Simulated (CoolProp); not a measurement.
Model: reference Helmholtz-energy equation of state, de Reuck 1993, in CoolProp.

### Question
For methanol, give the phase and the density (kg/m³) at 50.95 °C and 8220 kPa; 50.95 °C and 13700 kPa; 50.95 °C and 19200 kPa.

### Answer
- 50.95 °C and 8220 kPa: liquid; density 771
- 50.95 °C and 13700 kPa: liquid; density 776
- 50.95 °C and 19200 kPa: liquid; density 781
